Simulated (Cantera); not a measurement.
Cantera run:

```python
import numpy as np
import cantera as ct

gas_names = """
    CO2 CO O3
""".split()
cond_names = """
    C(gr)
""".split()


# ... load() reads the species with a 1 bar reference pressure and builds the phases ...
species = {s.name: s for s in load("nasa_gas.yaml", gas_names) + load("nasa_condensed.yaml", cond_names)}
# Each term lists the table entries of one substance; the one whose range holds T is used.
reactions = {
    '3 CO2(g) = 3 CO(g) + O3(g)':
        [(-3, ['CO2']), (3, ['CO']), (1, ['O3'])],
    'CO2(g) + C = 2 CO(g)':
        [(-1, ['CO2']), (-1, ['C(gr)']), (2, ['CO'])],
}


def pick(names, T):
    return next(species[n] for n in names if species[n].thermo.min_temp <= T <= species[n].thermo.max_temp)


results = []
for label, terms in reactions.items():
    print(label)
    print("     T/K   dH/kJ  dS/(J/K)   dG/kJ   log10 K")
    for T in [525, 625, 725, 825, 925, 1025, 1125, 1225]:
        used = [(nu, pick(names, T)) for nu, names in terms]
        dH = sum(nu * s.thermo.h(T) for nu, s in used) / 1e6
        dS = sum(nu * s.thermo.s(T) for nu, s in used) / 1e3
        dG = dH - T * dS / 1e3
        logK = -dG * 1e6 / (ct.gas_constant * T * np.log(10))
        results.append((label, T, dH, dS, dG, logK, [s.name for _, s in used]))
        print(f"{T:8g} {dH:8.1f} {dS:8.1f} {dG:8.1f} {logK:8.2f}")
```

Result:

```
3 CO2(g) = 3 CO(g) + O3(g)
     T/K   dH/kJ  dS/(J/K)   dG/kJ   log10 K
     525    992.5    195.4    889.9   -88.54
     625    992.6    195.5    870.4   -72.74
     725    992.3    195.2    850.8   -61.30
     825    991.9    194.6    831.3   -52.64
     925    991.3    193.9    811.9   -45.85
    1025    990.6    193.2    792.6   -40.39
    1125    989.7    192.4    773.3   -35.90
    1225    988.7    191.5    754.1   -32.15
CO2(g) + C = 2 CO(g)
     T/K   dH/kJ  dS/(J/K)   dG/kJ   log10 K
     525    173.7    179.1     79.6    -7.92
     625    173.4    178.7     61.7    -5.16
     725    172.9    177.9     43.9    -3.16
     825    172.2    177.0     26.1    -1.65
     925    171.3    176.1      8.5    -0.48
    1025    170.4    175.1     -9.1     0.46
    1125    169.4    174.2    -26.6     1.23
    1225    168.3    173.3    -43.9     1.87
```

Cantera with NASA thermochemical tables; ideal gases at 1 bar, condensed phases pure. Condensed species are held in their standard states even where they would react or evaporate.
